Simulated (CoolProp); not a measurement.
cis-2-butene at several states: fugacity coefficient from the reference equation and from simpler models built on Tc = 435.8 K, pc = 42.36 bar, ω = 0.202; each cubic takes its own stable root.

Values from CoolProp's reference Helmholtz-energy equation of state, Lemmon 2005. It is a short technical equation, of lower accuracy than the large ones.

```tsv
T (K)	p (bar)	phase	reference	van der Waals	Soave-Redlich-Kwong
353.8	4.94	gas	0.9198	0.9434	0.9250
423.2	171	liquid	0.2240	0.3041	0.2426
155	0.146	liquid	0.0006602	0.5275	0.0007261
```
